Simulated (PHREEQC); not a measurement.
Model water analysis in mg/L, 77 °C, pH 4.17, pe 10.7:

```
constituent  mg/L
-----------  ----
Na            131
K            33.7
Ca           31.8
Mg           1.25
Cl           25.7
S(6) as SO4   407
Al           6.12
```

Valence states are taken as typed.

All values are PHREEQC results (ion-association model, phreeqc.dat), not measurements.

No solid was allowed to form.

Q: Order these Al species by the share of Al that they hold, largest first: Al(OH)2+, Al+3, AlSO4+, Al(SO4)2-, AlOH+2.

A: AlSO4+ (41 %), Al(OH)2+ (33 %), AlOH+2 (14 %), Al+3 (7.5 %), Al(SO4)2- (3.6 %)

The pH is 4.17 and the ionic strength 0.0126 mol/kgw. Examples of supersaturated solids here: Gibbsite (slow to form). Others may be too. Constants without temperature data keep their 25 °C values here.
